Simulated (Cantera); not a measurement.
Input: 1 mol Si, 0.68 mol NF₃, held at 0.0133 bar.

Equilibrium computed with Cantera from the NASA thermochemical tables; the gas is ideal and each condensed phase is pure. Candidate condensed phases: Si, Si₃N₄; 16 gas species. Kinetics and transport are ignored. All values below are at 900 K.

Base state: SiF₄ 0.975, N₂ 0.0255 (mole fractions); condensed: Si₃N₄(s).

Question: What changes in the equilibrium state with this change: NF₃ from 0.68 to 1.1 mol?

Answer: 
| species | before | after |
|---|---|---|
| SiF₄ | 0.975 | 0.656 |
| N₂ | 0.0255 | 0.344 |
| Si₃N₄(s), mol | 0.163 | 0.0583 |
